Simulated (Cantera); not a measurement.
Stirred combustor or abatement burner

A perfectly stirred reactor is fed with 4.65 % CH4, 15.8 % O2, 59.1 % N2, 20.5 % H2O, equivalence ratio 0.59, at 0.330 bar; it is adiabatic with a 375 K inlet, and is followed from long to short residence time, starting on the burning branch (τ in s: 0.13, 0.058, 0.027, 0.012, 0.0056, 0.0026, 0.0012, 0.00054, 0.00025, 0.00011, 5.1e-05, 2.4e-05).

Cantera simulation using GRI-Mech 3.0 (53 species, 325 reactions); the numbers are that mechanism's predictions, not measurements.

| τ (s) | T (K) | x CH4 | x O2 | x H2O | x NO | x HCO | x CH2O |
|---|---|---|---|---|---|---|---|
| 0.13 | 1417 | 4.49e-5 | 0.0649 | 0.297 | 3.73e-7 | 3.34e-8 | 3.32e-6 |
| 0.058 | 1411 | 7.70e-5 | 0.0652 | 0.296 | 3.57e-7 | 7.78e-8 | 5.88e-6 |
| 0.027 | 1402 | 0.000131 | 0.0656 | 0.296 | 3.68e-7 | 1.74e-7 | 1.02e-5 |
| 0.012 | 1384 | 0.000244 | 0.0666 | 0.295 | 3.88e-7 | 4.07e-7 | 1.86e-5 |
| 0.0056 | 1353 | 0.000496 | 0.0686 | 0.293 | 3.52e-7 | 9.05e-7 | 3.55e-5 |
| 0.0026 | 375 | 0.0465 | 0.158 | 0.205 | <1e-12 | <1e-12 | <1e-12 |
| 0.0012 | 375 | 0.0465 | 0.158 | 0.205 | <1e-12 | <1e-12 | <1e-12 |
| 0.00054 | 375 | 0.0465 | 0.158 | 0.205 | <1e-12 | <1e-12 | <1e-12 |
| 0.00025 | 375 | 0.0465 | 0.158 | 0.205 | <1e-12 | <1e-12 | <1e-12 |
| 0.00011 | 375 | 0.0465 | 0.158 | 0.205 | <1e-12 | <1e-12 | <1e-12 |
| 5.1e-5 | 375 | 0.0465 | 0.158 | 0.205 | <1e-12 | <1e-12 | <1e-12 |
| 2.4e-5 | 375 | 0.0465 | 0.158 | 0.205 | <1e-12 | <1e-12 | <1e-12 |
x: mole fraction; the columns are a selection and need not sum to one.
